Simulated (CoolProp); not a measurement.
Vapour-liquid equilibrium of carbon dioxide (1) + n-perfluorobutane (2) at 227 K; x and y are mole fractions of (1).

Computed with CoolProp (multi-fluid Helmholtz-energy mixture model, Span 1996 and Gao 2022; pair parameters Bell 2016).

```
x     bubble pressure (MPa)  y at the bubble point  dew pressure at overall composition x (MPa)  liquid density (mol/L)
----  ---------------------  ---------------------  -------------------------------------------  ----------------------
0.05                0.07587                  0.857                                      0.01168                   7.655
0.15                 0.2246                  0.954                                      0.01305                   8.341
0.25                 0.3632                  0.973                                      0.01478                   9.131
0.35                 0.4664                  0.980                                      0.01705                   10.06
0.45                 0.5322                  0.983                                      0.02013                   11.16
0.55                 0.5730                  0.985                                      0.02457                   12.50
0.65                 0.6043                  0.987                                      0.03152                   14.17
0.75                 0.6395                  0.989                                      0.04393                   16.31
0.85                 0.6879                  0.992                                      0.07254                   19.19
0.95                 0.7549                  0.997                                       0.2091                   23.22
```

No azeotrope shows between x = 0.05 and 0.95.

The pair parameters rest on a limited set of measurements; away from them the model extrapolates. With so large a gap from Raoult's law the liquid may split in two, which this calculation doesn't test in full.
